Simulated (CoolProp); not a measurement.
R134a along the isotherm 400 K: fugacity coefficient from the reference equation and from simpler models built on Tc = 374.2 K, pc = 4.059 MPa, ω = 0.327; each cubic takes its own stable root.

The numbers come from the reference Helmholtz-energy equation of state, Tillner-Roth 1994 in CoolProp.

| p (MPa) | phase | reference | Redlich-Kwong | Soave-Redlich-Kwong |
|---|---|---|---|---|
| 0.0193 | gas | 0.9987 | 0.9987 | 0.9987 |
| 0.0342 | gas | 0.9977 | 0.9976 | 0.9977 |
| 0.0609 | gas | 0.9958 | 0.9958 | 0.9960 |
| 0.108 | gas | 0.9926 | 0.9925 | 0.9929 |
| 0.193 | gas | 0.9868 | 0.9867 | 0.9873 |
| 0.342 | gas | 0.9767 | 0.9765 | 0.9775 |
| 0.609 | gas | ? | ? | 0.9601 |
| 1.08 | gas | 0.9273 | ? | 0.9297 |
| 1.93 | gas | 0.8715 | 0.8702 | 0.8759 |
| 3.42 | gas | ? | ? | 0.7842 |
| 6.09 | supercritical | 0.6093 | 0.6026 | 0.6258 |

Problem. Some entries are withheld; supply them.

Solution. 
- 0.609, reference: 0.9587
- 0.609, Redlich-Kwong: 0.9583
- 1.08, Redlich-Kwong: 0.9265
- 3.42, reference: 0.7762
- 3.42, Redlich-Kwong: 0.7738
